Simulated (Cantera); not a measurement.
Input: 1 mol SiH₂Cl₂, 0.27 mol C₂H₄, 480 mol H₂, 0.12 mol CH₄, equilibrated at 133 Pa.

These are equilibrium values from Cantera (NASA tables, ideal gas, pure condensed phases), not measurements of a reactor. Candidate condensed phases: C, C₆H₆, C₇H₈, C₈H₁₈, Si, SiC; 109 gas species. Mutual solubility and eutectic melting of coexisting phases are not modelled. Equilibrium is a limit: real reactors are often held back by kinetics, nucleation or transport. All values below are at 1248 K.

Base state: H₂ 0.996, HCl 0.00406, SiCl₂ 4.15e-5, H 1.28e-5 (mole fractions); condensed: Si(s) + SiC(s).

### Question
What changes in the equilibrium state with this change: SiH₂Cl₂ replaced by CH₃SiCl₃?

### Answer
```tsv
species	before	after
H₂	0.996	0.994
HCl	0.00406	0.00620
CH₄	3.29e-8	1.47e-5
SiCl₂	4.15e-5	2.17e-7
H	1.28e-5	1.28e-5
Si(s), mol	0.320	0
SiC(s), mol	0.660	1.000
C(graphite), mol	0	0.653
```
The feed counts by its element totals alone.
